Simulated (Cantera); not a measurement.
Feed: 1 mol Cr, 0.85 mol N₂O, a varied amount of H₂, at 2075 K and 260000 Pa.

Equilibrium computed with Cantera from the NASA thermochemical tables; the gas is ideal and each condensed phase is pure. Candidate condensed phases: Cr, CrN, Cr₂N, Cr₂O₃, H₂O; 29 gas species. Mutual solubility and eutectic melting of coexisting phases are not modelled. Rates play no part.

x: gas mole fraction; n: condensed amount in mol.

```
n(H₂) (mol)   x H₂     x N₂    x H₂O      x H      x Cr    x CrO  n Cr(s)  n Cr₂O₃(s)
-----------  -----  -------  -------  -------  --------  -------  -------  ----------
14           0.922   0.0571   0.0180  0.00159  0.000988  1.41e-5    0.597  (withheld)
18           0.934   0.0450   0.0182  0.00160  0.000988  1.41e-5    0.644  (withheld)
23           0.943   0.0356   0.0184  0.00160  0.000988  1.41e-5    0.703  (withheld)
29           0.950   0.0284   0.0186  0.00161  0.000988  1.41e-5    0.774  (withheld)
38           0.957   0.0218   0.0187  0.00162  0.000988  1.41e-5    0.879  (withheld)
49           0.963   0.0170   0.0170  0.00162  0.000988  1.28e-5    0.950           0
63           0.971   0.0133   0.0133  0.00163  0.000988  9.91e-6    0.936           0
81           0.977   0.0104   0.0104  0.00163  0.000988  7.68e-6    0.918           0
100          0.981  0.00841  0.00841  0.00164  0.000988  6.21e-6    0.900           0
140          0.985  0.00602  0.00602  0.00164  0.000988  4.43e-6    0.860           0
```

Question: What belongs in the gaps?

Answer: 
- 14, n Cr₂O₃(s): 0.194
- 18, n Cr₂O₃(s): 0.168
- 23, n Cr₂O₃(s): 0.137
- 29, n Cr₂O₃(s): 0.0982
- 38, n Cr₂O₃(s): 0.0408
